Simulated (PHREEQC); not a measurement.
A solution holds 0.094 mol/kgw CsOH, at 50 °C. Closed to the air; pH follows from the charge balance.

Model: ion-association model, wateq4f.dat, run in PHREEQC.

```
Item                      Result
----------------  --------------
pH                         12.13
ionic strength    0.0940 mol/kgw
total alkalinity     94.0 meq/kg
```

| species | molality | activity | log γ |
|---|---|---|---|
| OH- | 0.0940 | 0.0712 | -0.121 |
| Cs+ | 0.0940 | 0.0729 | -0.110 |

This is a speciation only: nothing precipitates in the calculation. Complexes and solids missing from the database can't appear. At this temperature some constants are extrapolated from 25 °C, and those without enthalpy data are left unchanged.
